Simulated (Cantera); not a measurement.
## Transport properties of process gases

Gas mixture: O2 = 0.59 (molar parts), at 113 Torr, frozen composition.

Cantera's kinetic-theory transport with the Lennard-Jones parameters of GRI-Mech 3.0, ideal gas; thermal conductivity in the multicomponent form.

```json
[
 {"T (K)": "400", "ρ (kg/m³)": "0.144", "cp (J/kg/K)": "941.4", "μ (µPa s)": "25.6", "λ (mW/m/K)": "33.9", "Pr": "0.712", "D (cm²/s) NO": "2.29", "D (cm²/s) CH3": "2.56", "D (cm²/s) C2H2": "1.89"},
 {"T (K)": "550", "ρ (kg/m³)": "0.105", "cp (J/kg/K)": "987.2", "μ (µPa s)": "32.1", "λ (mW/m/K)": "44.6", "Pr": "0.711", "D (cm²/s) NO": "3.96", "D (cm²/s) CH3": "4.45", "D (cm²/s) C2H2": "3.32"},
 {"T (K)": "700", "ρ (kg/m³)": "0.0825", "cp (J/kg/K)": "1031", "μ (µPa s)": "37.8", "λ (mW/m/K)": "54.9", "Pr": "0.710", "D (cm²/s) NO": "5.95", "D (cm²/s) CH3": "6.71", "D (cm²/s) C2H2": "5.03"},
 {"T (K)": "850", "ρ (kg/m³)": "0.0679", "cp (J/kg/K)": "1065", "μ (µPa s)": "43.0", "λ (mW/m/K)": "64.6", "Pr": "0.709", "D (cm²/s) NO": "8.24", "D (cm²/s) CH3": "9.31", "D (cm²/s) C2H2": "7.00"},
 {"T (K)": "1000", "ρ (kg/m³)": "0.0577", "cp (J/kg/K)": "1090", "μ (µPa s)": "47.9", "λ (mW/m/K)": "73.7", "Pr": "0.709", "D (cm²/s) NO": "10.8", "D (cm²/s) CH3": "12.2", "D (cm²/s) C2H2": "9.21"},
 {"T (K)": "1150", "ρ (kg/m³)": "0.0502", "cp (J/kg/K)": "1109", "μ (µPa s)": "52.5", "λ (mW/m/K)": "82.1", "Pr": "0.709", "D (cm²/s) NO": "13.6", "D (cm²/s) CH3": "15.5", "D (cm²/s) C2H2": "11.7"},
 {"T (K)": "1300", "ρ (kg/m³)": "0.0444", "cp (J/kg/K)": "1125", "μ (µPa s)": "56.9", "λ (mW/m/K)": "90.3", "Pr": "0.708", "D (cm²/s) NO": "16.7", "D (cm²/s) CH3": "19.0", "D (cm²/s) C2H2": "14.3"},
 {"T (K)": "1450", "ρ (kg/m³)": "0.0398", "cp (J/kg/K)": "1139", "μ (µPa s)": "61.0", "λ (mW/m/K)": "98.2", "Pr": "0.708", "D (cm²/s) NO": "20.1", "D (cm²/s) CH3": "22.7", "D (cm²/s) C2H2": "17.2"},
 {"T (K)": "1600", "ρ (kg/m³)": "0.0361", "cp (J/kg/K)": "1151", "μ (µPa s)": "65.1", "λ (mW/m/K)": "106", "Pr": "0.708", "D (cm²/s) NO": "23.6", "D (cm²/s) CH3": "26.8", "D (cm²/s) C2H2": "20.2"}
]
```
D: mixture-averaged diffusion coefficient of that species in the mixture.
